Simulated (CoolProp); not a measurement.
A closed Brayton cycle with carbon dioxide: compressor inlet 332.15 K and 9.1 MPa, high pressure 17.5 MPa, turbine inlet 780 K, compressor efficiency 0.8, turbine efficiency 0.93, recuperator effectiveness 0.95 (on enthalpy, no pinch check). Each further row changes one setting.

Values from CoolProp's reference Helmholtz-energy equation of state, Span 1996.

```csv
case,thermal efficiency (%),net work (kJ/kg),compressor to turbine work,compressor exit (K),turbine exit (K)
as stated,[?],51.4,0.40,387.5,701.0
turbine inlet 730 K,[?],45.1,[?],387.5,[?]
compressor inlet 342.15 K,30.6,47.0,0.45,401.7,701.0
high pressure 14.9 MPa,30.1,40.4,[?],[?],[?]
recuperator effectiveness 0.5,[?],51.4,0.40,387.5,701.0
```

Task: What belongs in the gaps?

Result: 
- as stated, thermal efficiency (%): 31.7
- turbine inlet 730 K, thermal efficiency (%): 29.4
- turbine inlet 730 K, compressor to turbine work: 0.43
- turbine inlet 730 K, turbine exit (K): 654.0
- high pressure 14.9 MPa, compressor to turbine work: 0.38
- high pressure 14.9 MPa, compressor exit (K): 373.6
- high pressure 14.9 MPa, turbine exit (K): 720.2
- recuperator effectiveness 0.5, thermal efficiency (%): 15.7
